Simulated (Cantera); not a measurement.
Cantera run, input and output.

```python
import numpy as np
import cantera as ct

surf = ct.Interface("diamond.yaml", "diamond_100")
gas, bulk = surf.adjacent["gas"], surf.adjacent["diamond"]
k = surf.kinetics_species_index(bulk.species_names[0])
cover = ["c6HH", "c6H*", "c6*H", "c6**", "c6HM", "c6B"]

rows, drift = [], 0.0
print(f"{'P':>10s}{'um/h':>11s}" + "".join(f"{s:>11s}" for s in cover))
for v in [330, 620, 1100, 2100, 4000, 7400, 14000, 26000]:
    T, P, xH, xCH3 = 1148, v, 0.0042, 0.00012
    gas.TPX = T, P, {"H": xH, "CH3": xCH3, "CH4": 0.004, "H2": 1 - xH - xCH3 - 0.004}
    surf.TP = bulk.TP = T, P
    surf.coverages = "c6H*:0.1, c6HH:0.9"
    surf.advance_coverages(100.0)
    before = surf.coverages
    surf.advance_coverages(100.0)
    drift = max(drift, np.max(np.abs(surf.coverages - before) / (surf.coverages + 1e-9)))
    rate = surf.net_production_rates[k] * bulk.mean_molecular_weight / bulk.density * 3.6e9
    rows.append([rate, *surf[cover].coverages])
    print(f"{v:10.4g}{rate:11.4e}" + "".join(f"{x:11.3e}" for x in rows[-1][1:]))
```

It prints:

```
         P       um/h       c6HH       c6H*       c6*H       c6**       c6HM        c6B
       330 3.7274e-02  4.778e-01  3.272e-02  4.658e-01  2.267e-02  4.602e-04  1.011e-10
       620 9.7282e-02  4.775e-01  3.270e-02  4.656e-01  2.266e-02  8.266e-04  2.640e-10
      1100 2.4343e-01  4.771e-01  3.268e-02  4.651e-01  2.264e-02  1.365e-03  6.606e-10
      2100 6.9327e-01  4.765e-01  3.264e-02  4.644e-01  2.261e-02  2.276e-03  1.881e-09
      4000 1.9021e+00  4.756e-01  3.259e-02  4.635e-01  2.256e-02  3.494e-03  5.162e-09
      7400 4.6702e+00  4.747e-01  3.255e-02  4.625e-01  2.252e-02  4.798e-03  1.267e-08
   1.4e+04 1.0928e+01  4.738e-01  3.254e-02  4.614e-01  2.249e-02  6.049e-03  2.965e-08
   2.6e+04 2.3234e+01  4.731e-01  3.260e-02  4.606e-01  2.247e-02  6.996e-03  6.305e-08
```

Detailed kinetics in Cantera: the Harris–Goodwin 1993 mechanism for the reconstructed diamond (100) surface.
